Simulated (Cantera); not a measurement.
What does this Cantera script print?

```python
import numpy as np
import cantera as ct

gas_names = [...]  # 123 gases of nasa_gas.yaml made of C, H, O, Si
cond_names = """
    C(gr) C6H6(L) C7H8(L) C8H18(L),n-octa H2O(s) H2O(L) Si(cr) Si(L) SiC(b) SiO2(Lqz) SiO2(hqz) SiO2(L)
""".split()


# ... load() reads the species with a 1 bar reference pressure and builds the phases ...
atoms = {
    'SiC': {'Si': 1, 'C': 1},
    'CO2': {'C': 1, 'O': 2},
    'H2': {'H': 2},
}
top_T = {'C(gr)': 4500, 'SiC(b)': 3050}  # K; cautious upper limits of use, not melting points


# ... equilibrate(T, P, feed) seeds the gas with the atoms and calls Mixture.equilibrate('TP', solver="vcs", rtol=1e-11, max_steps=5000) ...
results = []
feed = {'SiC': 1, 'CO2': 0.13, 'H2': 390}  # mol
P = 45000  # Pa
for T in [1175, 1225, 1275, 1325, 1375, 1425, 1475, 1525, 1575, 1625, 1675, 1725, 1775]:
    mix = equilibrate(T, P, feed)
    results.append((T, P, feed, dict(zip(mix.species_names, mix.species_moles))))

top = {s: max(r[3][s] / sum(r[3][g] for g in gas_names) for r in results) for s in gas_names}
cols = sorted((s for s in top if top[s] > 0.0001), key=lambda s: -top[s])[:8]
seen = [c for c in cond_names if any(r[3].get(c, 0) > 1e-12 for r in results)]
print("log10 of partial pressures in bar; condensed amounts in mol")
print(f"{'T/K':>10s}" + "".join(f"{s[:9]:>10s}" for s in cols + seen))
for T, P, feed, n in results:
    ng = sum(n[g] for g in gas_names)
    print(f"{T:10.4g}" + "".join(f"{np.log10(max(n[s] / ng * P / 1e5, 1e-99)):10.3f}" for s in cols)
          + "".join(f"{n.get(c, 0):10.4g}" for c in seen))
```

It prints:

```
log10 of partial pressures in bar; condensed amounts in mol
       T/K        H2       CH4        CO         H       SiO    SiC(b) SiO2(hqz)
      1175    -0.347    -3.524    -6.212    -7.085    -7.454    0.8703    0.1297
      1225    -0.347    -3.531    -5.428    -6.680    -6.841    0.8717    0.1282
      1275    -0.347    -3.564    -4.746    -6.306    -6.264    0.8778    0.1217
      1325    -0.347    -3.672    -4.233    -5.960    -5.692     0.895    0.1033
      1375    -0.347    -3.890    -3.935    -5.639    -5.105    0.9177   0.07544
      1425    -0.347    -4.177    -3.783    -5.340    -4.517    0.9294   0.04427
      1475    -0.347    -4.434    -3.688    -5.061    -4.037    0.9203         0
      1525    -0.347    -4.487    -3.683    -4.800    -4.044    0.9216         0
      1575    -0.347    -4.537    -3.678    -4.555    -4.052    0.9228         0
      1625    -0.347    -4.584    -3.675    -4.325    -4.058    0.9237         0
      1675    -0.347    -4.629    -3.672    -4.109    -4.064    0.9244         0
      1725    -0.347    -4.671    -3.669    -3.905    -4.070    0.9248         0
      1775    -0.347    -4.711    -3.667    -3.712    -4.076    0.9246         0
```

Equilibrium computed with Cantera from the NASA thermochemical tables; the gas is ideal and each condensed phase is pure. Mutual solubility and eutectic melting of coexisting phases are not modelled. The tables hold silica as quartz up to 1696 K and as liquid above; real silica turns to tridymite and cristobalite and melts near 1996 K.
